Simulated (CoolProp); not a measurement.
Vapour-liquid equilibrium of isobutane (1) + n-butane (2) at 319.3 K; x and y are mole fractions of (1).

Computed with CoolProp (multi-fluid Helmholtz-energy mixture model, Bücker 2006 and Bücker 2006; pair parameters Kunz 2012).

**Question.** Give the bubble pressure and the first vapour's composition at x = 0.2, 0.575, 0.65. Is there an azeotrope?

**Answer.** x = 0.2: 0.4820 MPa, y = 0.249; x = 0.575: 0.5466 MPa, y = 0.641; x = 0.65: 0.5597 MPa, y = 0.710. No azeotrope shows between x = 0.05 and 0.95.

Pair parameters are fitted to limited data, so mixtures are less certain than the pure fluids.
